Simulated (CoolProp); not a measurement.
Vapour-liquid equilibrium of R143a (1) + dimethyl ether (2) at 238.2 K; x and y are mole fractions of (1).

Values from CoolProp's multi-fluid Helmholtz-energy mixture model, Lemmon and Jacobsen 2000 and Wu 2011; pair parameters Bell 2016.

### Question
Give the bubble pressure and the first vapour's composition at x = 0.05, 0.2, 0.575. Is there an azeotrope?

### Answer
x = 0.05: 70.83 kPa, y = 0.143; x = 0.2: 90.55 kPa, y = 0.426; x = 0.575: 132.5 kPa, y = 0.774. No azeotrope shows between x = 0.05 and 0.95.

The pair parameters rest on a limited set of measurements; away from them the model extrapolates.
